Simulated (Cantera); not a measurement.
Input (Python, Cantera) and output of one run.

```python
import numpy as np
import cantera as ct

gas_names = """
    C CN C2 CCN CNC C2N2 C3 C4 C4N2 C5 N N2 Si SiC SiC2 SiN Si2 Si2C Si2N Si3
""".split()
cond_names = """
    C(gr) Si(cr) Si(L) SiC(b) Si3N4(a)
""".split()


def load(file, names, dense=False):
    # The tables refer to 1 bar. Condensed volumes are neglected.
    table = {s.name: s for s in ct.Species.list_from_file(file)}
    out = []
    for n in names:
        d = dict(table[n].input_data)
        d["thermo"] = dict(d["thermo"], **{"reference-pressure": 1e5})
        if dense:
            d["equation-of-state"] = {"model": "constant-volume", "density": "1e6 g/cm^3"}
        out.append(ct.Species.from_dict(d))
    return out


gas = ct.Solution(thermo="ideal-gas", species=load("nasa_gas.yaml", gas_names))
cond = {s.name: ct.Solution(thermo="fixed-stoichiometry", species=[s], name=s.name)
        for s in load("nasa_condensed.yaml", cond_names, dense=True)}
atoms = {
    'SiC': {'Si': 1, 'C': 1},
    'C': {'C': 1},
    'N2': {'N': 2},
    'Si': {'Si': 1},
}
top_T = {'C(gr)': 4500, 'SiC(b)': 3050, 'Si3N4(a)': 2400}  # K; cautious upper limits of use, not melting points


def equilibrate(T, P, feed):
    n = {}
    for name, mol in feed.items():
        for a, k in atoms[name].items():
            n[a] = n.get(a, 0.0) + k * mol
    gas.TPX = T, P, n
    mass = sum(n.values()) * gas.mean_molecular_weight
    gas.equilibrate("TP")
    valid = [c for c in cond.values() if c.min_temp <= T <= top_T.get(c.name, c.max_temp)]
    mix = ct.Mixture([(gas, mass / gas.mean_molecular_weight)] + [(c, 0.0) for c in valid])
    mix.T, mix.P = T, P
    mix.equilibrate("TP", solver="vcs", rtol=1e-11, max_steps=5000)
    return mix


results = []
feed = {'SiC': 1, 'C': 0.0066, 'N2': 0.016, 'Si': 0.0098}  # mol
P = 100000  # Pa
for T in [2425, 2475, 2525, 2575, 2625, 2675, 2725, 2775, 2825]:
    mix = equilibrate(T, P, feed)
    results.append((T, P, feed, dict(zip(mix.species_names, mix.species_moles))))

top = {s: max(r[3][s] / sum(r[3][g] for g in gas_names) for r in results) for s in gas_names}
cols = sorted((s for s in top if top[s] > 0.001), key=lambda s: -top[s])[:7]
seen = [c for c in cond_names if any(r[3].get(c, 0) > 1e-12 for r in results)]
print("log10 of partial pressures in bar; condensed amounts in mol")
print(f"{'T/K':>10s}" + "".join(f"{s[:9]:>10s}" for s in cols + seen))
for T, P, feed, n in results:
    ng = sum(n[g] for g in gas_names)
    print(f"{T:10.4g}" + "".join(f"{np.log10(max(n[s] / ng * P / 1e5, 1e-99)):10.3f}" for s in cols)
          + "".join(f"{n.get(c, 0):10.4g}" for c in seen))
```

Output:

```
log10 of partial pressures in bar; condensed amounts in mol
       T/K        N2        Si      Si2C      SiC2       SiN      Si2N       Si2     Si(L)    SiC(b)
      2425    -0.002    -2.575    -3.506    -4.657    -3.522    -3.552    -4.198  0.003136     1.007
      2475    -0.002    -2.406    -3.278    -4.316    -3.387    -3.432    -3.995  0.003107     1.007
      2525    -0.003    -2.243    -3.060    -3.989    -3.258    -3.317    -3.801  0.003065     1.007
      2575    -0.005    -2.087    -2.850    -3.675    -3.134    -3.208    -3.614  0.003008     1.007
      2625    -0.007    -1.937    -2.649    -3.373    -3.015    -3.103    -3.435  0.002928     1.007
      2675    -0.010    -1.793    -2.456    -3.083    -2.902    -3.002    -3.262   0.00282     1.007
      2725    -0.015    -1.654    -2.270    -2.804    -2.793    -2.906    -3.096  0.002675     1.006
      2775    -0.021    -1.520    -2.091    -2.536    -2.689    -2.815    -2.936  0.002482     1.006
      2825    -0.029    -1.391    -1.919    -2.277    -2.590    -2.729    -2.783  0.002226     1.006
```

These are equilibrium values from Cantera (NASA tables, ideal gas, pure condensed phases), not measurements of a reactor. Mutual solubility and eutectic melting of coexisting phases are not modelled. The tables' values for SiN are old estimates; treat these amounts as uncertain.
